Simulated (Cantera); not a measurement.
A perfectly stirred reactor is fed with 7.31 % C₃H₈, 24.3 % O₂, 68.2 % N₂, 0.146 % CO₂, equivalence ratio 1.5, at 890000 Pa; it is adiabatic with a 598 K inlet, and is followed from long to short residence time, starting on the burning branch (τ in s: 0.048, 0.026, 0.014, 0.0073, 0.0039, 0.0021, 0.0011, 0.00059, 0.00032, 0.00017, 9e-05).

Cantera simulation using GRI-Mech 3.0 (53 species, 325 reactions); the numbers are that mechanism's predictions, not measurements. GRI-Mech 3.0 was tuned for natural gas; its chemistry of propane as a main component is partial and can be far from experiment.

Predict: blow-out, bracketed by the residence times tried; x(C₃H₈) at τ = 48.0 ms; x(O₂) at τ = 48.0 ms; x(HCN) at τ = 48.0 ms; x(CO) at τ = 48.0 ms; x(HCO) at τ = 48.0 ms; x(C₃H₈) at τ = 2.10 ms; x(O₂) at τ = 2.10 ms; x(HCN) at τ = 2.10 ms; x(CO) at τ = 2.10 ms; x(HCO) at τ = 2.10 ms.


```json
{
  "blow_out_bracketed_by_the_residence_times_tried": "burning at 90.0 µs, the shortest tried",
  "x(C₃H₈) at τ = 48.0 ms": "6.77e-8",
  "x(O₂) at τ = 48.0 ms": "2.53e-5",
  "x(HCN) at τ = 48.0 ms": "1.97e-6",
  "x(CO) at τ = 48.0 ms": "0.132",
  "x(HCO) at τ = 48.0 ms": "3.39e-7",
  "x(C₃H₈) at τ = 2.10 ms": "1.29e-6",
  "x(O₂) at τ = 2.10 ms": "0.000224",
  "x(HCN) at τ = 2.10 ms": "3.63e-5",
  "x(CO) at τ = 2.10 ms": "0.131",
  "x(HCO) at τ = 2.10 ms": "6.83e-7"
}
```
